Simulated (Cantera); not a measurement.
Feed: 1 mol Ti(OiPr)₄, 0.56 mol C₃H₈, equilibrated at 1330 Pa.

These are equilibrium values from Cantera (NASA tables, ideal gas, pure condensed phases), not measurements of a reactor. Candidate condensed phases: C, C₆H₆, C₇H₈, C₈H₁₈, H₂O, Ti, TiC, TiO, TiO₂, Ti₂O₃, Ti₃O₅, Ti₄O₇; 113 gas species. The feed counts by its element totals alone. TiC: taken at fixed stoichiometry. The numbers say what is thermodynamically allowed, not how fast it happens. All values below are at 1150 °C.

Base state: H₂ 0.802, CO 0.198, H 5.15e-5, CH₄ 3.27e-5 (mole fractions); condensed: C(graphite) + TiC(s).

Problem. What changes in the equilibrium state with this change: Ti(OiPr)₄ replaced by TiCl₄?

Solution. 
| species | before | after |
|---|---|---|
| HCl | 0 | 0.592 |
| H₂ | 0.802 | 0.280 |
| TiCl₃ | 0 | 0.0755 |
| CO | 0.198 | 0 |
| TiCl₄ | 0 | 0.0524 |
| TiCl₂ | 0 | 0.000151 |
| Cl | 0 | 5.28e-5 |
| CH₄ | 3.27e-5 | 3.98e-6 |
| H | 5.15e-5 | 3.04e-5 |
| C(graphite), mol | 8.68 | 1.18 |
| TiC(s), mol | 1.00 | 0.502 |
The tables' values for TiCl₂ are old estimates; treat these amounts as uncertain. Further candidate phases: TiCl₂, TiCl₃, TiCl₄.
